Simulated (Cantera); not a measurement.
Feed: 1 mol Si, 0.23 mol HCl, 2.7 mol H2, held at 6080 Torr.

Cantera equilibrium calculation (NASA polynomials, part measured and part estimated; ideal gas, pure solids and liquids). Candidate condensed phases: Si; 19 gas species. The tables' values for SiCl3 are old estimates; treat these amounts as uncertain. Kinetics and transport are ignored.

**Question.** At 1323 K, list the 6 most abundant gas species with their mole fractions, and the condensed phases.

**Answer.** H2 0.957, HCl 0.0251, SiHCl3 0.00842, SiCl4 0.00435, SiH2Cl2 0.00234, SiCl2 0.00180. Condensed: Si(s).
